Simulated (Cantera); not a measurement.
Input: 1 mol SiH4, 0.88 mol Cl2, 4.9 mol N2, equilibrated at 625 °C and 18000 Pa.

These are equilibrium values from Cantera (NASA tables, ideal gas, pure condensed phases), not measurements of a reactor. Candidate condensed phases: NH4Cl, Si, Si3N4; 28 gas species. N2 is the only nitrogen source here; it is nearly inert below about 1500 K, so the nitride shown seldom forms there in practice. Equilibrium is a limit: real reactors are often held back by kinetics, nucleation or transport.

Q: What is the equilibrium state?

A: 
```
Item                                 Result
--------------------------------  ---------
x(N2)                                 0.608
x(HCl)                                0.191
x(H2)                                 0.187
x(SiCl4)                             0.0143
x(SiHCl3)                           3.91e-5
x(NH3)                              1.39e-5
n(Si3N4(s))                       0.299 mol
gas amount                        7.079 mol
log10 activity of Si(s) (absent)      -8.02
```
